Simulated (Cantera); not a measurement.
Ignition delay

Mixture: C₃H₈ : O₂ : N₂ = 1 : 2.94 : 11.1 (molar parts), equivalence ratio 1.7, at 3980 Torr, adiabatic and at constant pressure. Ignition delay is the time to a rise of 400 K.

Model: GRI-Mech 3.0 (53 species, 325 reactions), integrated in Cantera. GRI-Mech 3.0 was tuned for natural gas; its chemistry of propane as a main component is partial and can be far from experiment.

```json
[
 {"T0 (K)": "1275", "delay (ms)": "0.684"},
 {"T0 (K)": "1325", "delay (ms)": "0.298"},
 {"T0 (K)": "1375", "delay (ms)": "0.141"},
 {"T0 (K)": "1425", "delay (ms)": "0.0720"},
 {"T0 (K)": "1475", "delay (ms)": "0.0398"},
 {"T0 (K)": "1525", "delay (ms)": "0.0236"},
 {"T0 (K)": "1575", "delay (ms)": "0.0150"},
 {"T0 (K)": "1625", "delay (ms)": "0.0101"},
 {"T0 (K)": "1675", "delay (ms)": "0.00711"}
]
```

- apparent activation energy between 1575 and 1675 K: 160 kJ/mol
